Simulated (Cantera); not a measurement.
Gas mixture: H2 : C2H6 = 0.44 : 0.57 (molar parts), at 1.01 bar, frozen composition.

Cantera's kinetic-theory transport with the Lennard-Jones parameters of GRI-Mech 3.0, ideal gas; thermal conductivity in the multicomponent form. The composition is frozen, though it would react at the higher temperatures.

D: mixture-averaged diffusion coefficient of that species in the mixture.

```
T (K)  ρ (kg/m³)  cp (J/kg/K)   μ (µPa s)  λ (mW/m/K)     Pr  D (cm²/s) CH4  D (cm²/s) H2  D (cm²/s) O
-----  ---------  -----------  ----------  ----------  -----  -------------  ------------  -----------
400        0.544         2775  (withheld)        76.9  0.468          0.407         0.942        0.581
650        0.335         3707  (withheld)         132  0.544          0.962          2.16         1.35
900        0.242         4379  (withheld)         187  0.577           1.68          3.72         2.34
1150       0.189         4902  (withheld)         242  0.595           2.55          5.60         3.53
1400       0.155         5280  (withheld)         295  0.601           3.55          7.76         4.90
1650       0.132         5560  (withheld)         345  0.604           4.67          10.2         6.44
1900       0.114         5768  (withheld)         393  0.604           5.91          12.9         8.14
```

Question: What belongs in the gaps?

Answer: 
- 400, μ (µPa s): 13.0
- 650, μ (µPa s): 19.3
- 900, μ (µPa s): 24.6
- 1150, μ (µPa s): 29.3
- 1400, μ (µPa s): 33.6
- 1650, μ (µPa s): 37.5
- 1900, μ (µPa s): 41.1
